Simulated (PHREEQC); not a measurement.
A solution holds 0.0031 mol NaBr and 0.0004 mol (NH4)2SiF6 per kg of water, at 80 °C. Closed to the air; pH follows from the charge balance.

Model: ion-association model, phreeqc.dat, run in PHREEQC.

This is a speciation only: nothing precipitates in the calculation.

Problem. Order these F species by the share of F that they hold, largest first: HF2-, HF, F-.

Solution. HF (54 %), F- (46 %), HF2- (0.51 %)

The pH is 3.54 and the ionic strength 0.00421 mol/kgw. Species that the database lacks are ignored. Constants without temperature data keep their 25 °C values here. SiF6-2 is the database's only silicon fluoride.
